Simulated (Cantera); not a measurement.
Cantera run, input and output.

```python
import numpy as np
import cantera as ct

gas = ct.Solution("gri30.yaml")
gas.TPX = 1075, 370000, {'CO': 0.0059, 'O2': 0.013, 'H2O': 0.0065, 'N2': 1}
inlet = ct.Reservoir(gas, clone=True)

reactor = ct.IdealGasConstPressureReactor(gas, energy="off", clone=False)
exhaust = ct.Reservoir(gas, clone=True)
tau = [23, 5.2, 1.2, 0.26, 0.057, 0.013, 0.0028, 0.00062][0]
for a, b in ((inlet, reactor), (reactor, exhaust)):
    ct.MassFlowController(a, b, mdot=lambda t: reactor.mass / tau)
net = ct.ReactorNet([reactor])
show = ['CO', 'O2', 'H2O', 'OH', 'H2O2', 'H', 'NO']

rows = []
print(f"{'tau/s':>10s}{'T/K':>9s}" + "".join(f"{s:>11s}" for s in show))
for tau in [23, 5.2, 1.2, 0.26, 0.057, 0.013, 0.0028, 0.00062]:
    net.initial_time = 0.0
    net.advance(30 * tau)
    before = gas.X
    net.advance(40 * tau)
    drift = np.max(np.abs(gas.X - before) / (gas.X + 1e-9))
    rows.append([gas.T, *gas[show].X, drift])
    print(f"{tau:10.3e}{gas.T:9.1f}" + "".join(f"{x:11.3e}" for x in gas[show].X))
```

Result:

```
     tau/s      T/K         CO         O2        H2O         OH       H2O2          H         NO
 2.300e+01   1075.0  2.391e-04  9.947e-03  6.355e-03  9.326e-08  1.890e-08  2.049e-09  5.028e-09
 5.200e+00   1075.0  6.604e-04  1.016e-02  6.352e-03  1.342e-07  7.200e-08  7.552e-09  5.809e-09
 1.200e+00   1075.0  1.704e-03  1.067e-02  6.344e-03  1.731e-07  2.088e-07  2.301e-08  3.237e-09
 2.600e-01   1075.0  3.588e-03  1.161e-02  6.333e-03  1.956e-07  4.167e-07  4.898e-08  7.286e-10
 5.700e-02   1075.0  5.082e-03  1.235e-02  6.329e-03  1.905e-07  5.081e-07  6.253e-08  7.252e-11
 1.300e-02   1075.0  5.615e-03  1.261e-02  6.334e-03  1.531e-07  3.994e-07  5.420e-08  5.526e-12
 2.800e-03   1075.0  5.746e-03  1.267e-02  6.338e-03  3.627e-08  4.307e-08  1.366e-08  9.864e-14
 6.200e-04   1075.0  5.754e-03  1.268e-02  6.339e-03  6.479e-11  1.944e-13  2.469e-11  1.673e-18
```

Detailed kinetics in Cantera: GRI-Mech 3.0 (53 species, 325 reactions).
